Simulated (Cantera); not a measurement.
## Ammonia decomposition in nitride growth gas

An isothermal, constant-pressure homogeneous reactor starts with 78.1 % NH₃, 21.9 % H₂, at 2100 K and 23.3 Torr.

Detailed kinetics in Cantera: the gas-phase N/H chemistry of the illustrative SiF4/NH3 mechanism in the Surface Chemkin manual (1991). Walls and surfaces, which speed up NH3 decomposition in real reactors, are not modelled.

| t (s) | x NH₃ | x H₂ | x H | x NH | x N | x N₂H₂ |
|---|---|---|---|---|---|---|
| 0.000900 | 0.779 | 0.219 | 0.000105 | 1.20e-5 | 3.33e-7 | 3.21e-6 |
| 0.00256 | 0.774 | 0.222 | 0.000184 | 3.21e-5 | 1.39e-6 | 1.22e-5 |
| 0.00730 | 0.758 | 0.234 | 0.000201 | 3.41e-5 | 1.55e-6 | 1.27e-5 |
| 0.0208 | 0.714 | 0.266 | 0.000231 | 3.42e-5 | 1.66e-6 | 1.16e-5 |
| 0.0592 | 0.606 | 0.344 | 0.000310 | 3.40e-5 | 1.88e-6 | 9.01e-6 |
| 0.169 | 0.398 | 0.493 | 0.000503 | 3.13e-5 | 2.18e-6 | 5.02e-6 |
| 0.480 | 0.149 | 0.672 | 0.000930 | 2.34e-5 | 2.39e-6 | 1.48e-6 |
| 1.37 | 0.0150 | 0.768 | 0.00227 | 1.12e-5 | 2.56e-6 | 1.16e-7 |
| 3.90 | 1.02e-5 | 0.768 | 0.0147 | 3.22e-7 | 4.79e-7 | 7.44e-12 |
| 11.1 | 9.46e-7 | 0.767 | 0.0156 | 3.38e-8 | 5.35e-8 | <1e-12 |
| 31.6 | 2.93e-7 | 0.767 | 0.0156 | 1.05e-8 | 1.66e-8 | <1e-12 |
| 90.0 | 1.73e-7 | 0.767 | 0.0156 | 6.18e-9 | 9.78e-9 | <1e-12 |
x: mole fraction; the columns are a selection and need not sum to one.

Equilibrium at this temperature and pressure: NH₃ 1.66e-7, H₂ 0.767, H 0.0156, NH 5.95e-9, N 9.41e-9, N₂H₂ <1e-12 (gas phase only).
